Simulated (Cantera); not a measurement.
What does this Cantera script print?

```python
import numpy as np
import cantera as ct

gas_names = """
    Cr CrN CrO CrO2 CrO3 H HNO HNO2 HNO3 HO2 H2 H2O H2O2 N NH NH2 NH3 NH2OH NO NO2 NO3 N2 N2H2 N2H4 N2O
    O OH O2 O3
""".split()
cond_names = """
    Cr(cr) Cr(L) CrN(s) Cr2N(s) Cr2O3(s) Cr2O3(L) H2O(s) H2O(L)
""".split()


def load(file, names, dense=False):
    # The tables refer to 1 bar. Condensed volumes are neglected.
    table = {s.name: s for s in ct.Species.list_from_file(file)}
    out = []
    for n in names:
        d = dict(table[n].input_data)
        d["thermo"] = dict(d["thermo"], **{"reference-pressure": 1e5})
        if dense:
            d["equation-of-state"] = {"model": "constant-volume", "density": "1e6 g/cm^3"}
        out.append(ct.Species.from_dict(d))
    return out


gas = ct.Solution(thermo="ideal-gas", species=load("nasa_gas.yaml", gas_names))
cond = {s.name: ct.Solution(thermo="fixed-stoichiometry", species=[s], name=s.name)
        for s in load("nasa_condensed.yaml", cond_names, dense=True)}
atoms = {
    'Cr2O3': {'Cr': 2, 'O': 3},
    'H2': {'H': 2},
    'N2': {'N': 2},
}
top_T = {'CrN(s)': 1900, 'Cr2N(s)': 1900}  # K; cautious upper limits of use, not melting points


def equilibrate(T, P, feed):
    n = {}
    for name, mol in feed.items():
        for a, k in atoms[name].items():
            n[a] = n.get(a, 0.0) + k * mol
    gas.TPX = T, P, n
    mass = sum(n.values()) * gas.mean_molecular_weight
    gas.equilibrate("TP")
    valid = [c for c in cond.values() if c.min_temp <= T <= top_T.get(c.name, c.max_temp)]
    mix = ct.Mixture([(gas, mass / gas.mean_molecular_weight)] + [(c, 0.0) for c in valid])
    mix.T, mix.P = T, P
    mix.equilibrate("TP", solver="vcs", rtol=1e-11, max_steps=5000)
    return mix


results = []
feed = {'Cr2O3': 1, 'H2': 150, 'N2': 3}  # mol
P = 150000  # Pa
for T in [1623, 1698, 1773, 1848, 1923, 1998, 2073, 2148]:
    mix = equilibrate(T, P, feed)
    results.append((T, P, feed, dict(zip(mix.species_names, mix.species_moles))))

top = {s: max(r[3][s] / sum(r[3][g] for g in gas_names) for r in results) for s in gas_names}
cols = sorted((s for s in top if top[s] > 0.001), key=lambda s: -top[s])[:9]
seen = [c for c in cond_names if any(r[3].get(c, 0) > 1e-12 for r in results)]
print("log10 of partial pressures in bar; condensed amounts in mol")
print(f"{'T/K':>10s}" + "".join(f"{s[:9]:>10s}" for s in cols + seen))
for T, P, feed, n in results:
    ng = sum(n[g] for g in gas_names)
    print(f"{T:10.4g}" + "".join(f"{np.log10(max(n[s] / ng * P / 1e5, 1e-99)):10.3f}" for s in cols)
          + "".join(f"{n.get(c, 0):10.4g}" for c in seen))
```

Output:

```
log10 of partial pressures in bar; condensed amounts in mol
       T/K        H2        N2       H2O        Cr         H    Cr(cr)     Cr(L)  Cr2O3(s)
      1623     0.166    -1.532    -2.414    -5.237    -4.077    0.2617         0    0.8689
      1698     0.166    -1.532    -2.239    -4.695    -3.757    0.3905         0    0.8037
      1773     0.165    -1.532    -2.078    -4.200    -3.464    0.5614         0    0.7161
      1848     0.164    -1.532    -1.931    -3.748    -3.194    0.7787         0    0.6015
      1923     0.162    -1.532    -1.796    -3.333    -2.945     1.042         0    0.4553
      1998     0.160    -1.532    -1.671    -2.951    -2.715     1.339         0    0.2727
      2073     0.157    -1.533    -1.555    -2.599    -2.501     1.642         0   0.04869
      2148     0.156    -1.534    -1.535    -2.278    -2.302         0      1.45         0
```

Method: chemical equilibrium by Gibbs-energy minimisation in Cantera with the NASA 1993 tables (ideal gas, pure condensed phases). Mutual solubility and eutectic melting of coexisting phases are not modelled.
